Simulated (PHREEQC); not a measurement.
Alkaline etch or developer: speciation

Consider water at 60 °C with 16 mmol/kgw KOH and 25 mmol/kgw K2CO3. Closed to the air; pH follows from the charge balance.

Computed with PHREEQC (ion-association model, phreeqc.dat).

No solid was allowed to form.

**Question.** Predict the pH.

**Answer.** pH 11.13.

**Question.** In which forms is C present?

**Answer.** CO3-2 95 %, HCO3- 4.7 % of the C.

Away from 25 °C the constants follow the database's enthalpies or fits; those with neither stay at their 25 °C values.
